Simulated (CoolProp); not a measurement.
1,2-dichloroethane at 298.15 K and 2.15 MPa is throttled through a valve to 0.558 MPa with no heat exchange. Each further row changes one setting.

Values from CoolProp's reference Helmholtz-energy equation of state, Thol 2015.

| case | temperature change (K) | final density (kg/m³) |
|---|---|---|
| as stated | +0.6 | 1240 |
| outlet pressure 0.167 MPa | +0.8 | 1240 |
| outlet pressure 0.725 MPa | +0.6 | 1250 |
